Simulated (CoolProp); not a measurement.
Vapour-liquid equilibrium of R113 (1) + ethanol (2) at 155.45 °C; x and y are mole fractions of (1).

Model: multi-fluid Helmholtz-energy mixture model, Marx 1992 and Schroeder 2014; pair parameters Bell 2016, in CoolProp.

```csv
x,bubble pressure (MPa),y at the bubble point,dew pressure at overall composition x (MPa),liquid density (mol/L)
0.05,…,0.161,1.180,13.14
0.2,1.635,0.374,1.370,11.15
0.35,1.758,0.463,1.598,9.585
0.5,…,0.528,1.790,8.378
0.65,…,…,1.758,7.485
0.8,1.699,0.709,1.590,6.856
0.95,1.468,0.898,1.403,6.419
```

What belongs in the gaps?


- 0.05, bubble pressure (MPa): 1.316
- 0.5, bubble pressure (MPa): 1.803
- 0.65, bubble pressure (MPa): 1.792
- 0.65, y at the bubble point: 0.601

y crosses x between x = 0.5 and 0.65: the model has an azeotrope there.

Pair parameters are fitted to limited data, so mixtures are less certain than the pure fluids.
